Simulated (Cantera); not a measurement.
Charge: 1 mol CH2F2, 0.028 mol F2, held at 2277 °C and 1.80 Pa.

Cantera equilibrium calculation (NASA polynomials, part measured and part estimated; ideal gas, pure solids and liquids). Candidate condensed phases: C, C6H6, C7H8, C8H18; 95 gas species. Equilibrium is a limit: real reactors are often held back by kinetics, nucleation or transport.

Base state: HF 0.434, F 0.242, H 0.230, C3 0.0592, C 0.0181, CF 0.00918, C2 0.00550, H2 0.000982 (mole fractions); condensed: C(graphite).

### Question
What changes in the equilibrium state with this change: F2 from 0.028 to 0.84 mol?

### Answer
```
species             before     after
----------------  --------  --------
F                    0.242     0.455
HF                   0.434     0.347
H                    0.230    0.0979
CF                 0.00918    0.0172
C3                  0.0592    0.0583
C                   0.0181    0.0180
C2H2 (acetylene)   1.31e-5   2.34e-6
H2                0.000982  0.000177
C(graphite), mol     0.347         0
```
